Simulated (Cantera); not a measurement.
# Fluorocarbon and chlorocarbon gases: CH₃Cl + HCl

A closed system holds: 1 mol CH₃Cl, 0.5 mol HCl.

Equilibrium computed with Cantera from the NASA thermochemical tables; the gas is ideal and each condensed phase is pure. Candidate condensed phases: C, C₆H₆, C₇H₈, C₈H₁₈; 91 gas species. Kinetics and transport are ignored.

Stable condensed phases:

```
T in °C \ P in Pa
              1    5.2     27    140    720   3700  19000 100000
   2950       A      A      A      A      A      A      B      B
   2800       A      A      A      A      A      B      B      B
   2650       A      A      A      A      B      B      B      B
   2500       A      A      A      B      B      B      B      B
   2350       A      A      B      B      B      B      B      B
   2200       B      B      B      B      B      B      B      B
   2050       B      B      B      B      B      B      B      B
   1900       B      B      B      B      B      B      B      B
   1750       B      B      B      B      B      B      B      B
   1600       B      B      B      B      B      B      B      B
   1450       B      B      B      B      B      B      B      B
```

A: gas only; B: C.
